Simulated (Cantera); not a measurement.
Feed: 1 mol Fe, 3 mol H₂O, 63 mol H₂, held at 133 Pa.

Equilibrium computed with Cantera from the NASA thermochemical tables; the gas is ideal and each condensed phase is pure. Candidate condensed phases: Fe, FeO, Fe(OH)₂, Fe(OH)₃, Fe₂O₃, Fe₃O₄, H₂O; 12 gas species. Kinetics and transport are ignored. All values below are at 1898 K.

Base state: H₂ 0.920, H₂O 0.0442, H 0.0205, Fe 0.0148, OH 8.07e-5, FeO 1.09e-5 (mole fractions); condensed: gas only.

Q: What changes in the equilibrium state with this change: pressure from 133 Pa to 100000 Pa?

A: 
```tsv
species	before	after
H₂	0.920	0.954
H₂O	0.0442	0.0454
H	0.0205	0.000763
Fe	0.0148	0.000109
FeO	1.09e-5	7.97e-8
OH	8.07e-5	2.97e-6
Fe(l), mol	0	0.993
```
